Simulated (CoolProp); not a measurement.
Vapour-liquid equilibrium of CH2F2 (R32) (1) + dimethyl ether (2) at 187.8 K; x and y are mole fractions of (1).

Computed with CoolProp (multi-fluid Helmholtz-energy mixture model, Tillner-Roth 1997 and Wu 2011; pair parameters Bell 2016).

Task: Give the bubble pressure and the first vapour's composition at x = 0.5, 0.65, 0.95. Is there an azeotrope?

Result: x = 0.5: 0.007992 MPa, y = 0.839; x = 0.65: 0.009498 MPa, y = 0.903; x = 0.95: 0.01221 MPa, y = 0.987. No azeotrope shows between x = 0.05 and 0.95.

The pair parameters rest on a limited set of measurements; away from them the model extrapolates. The gap from Raoult's law changes sign with composition, which may be real or a fault of the pair parameters; it wasn't checked against measurements.
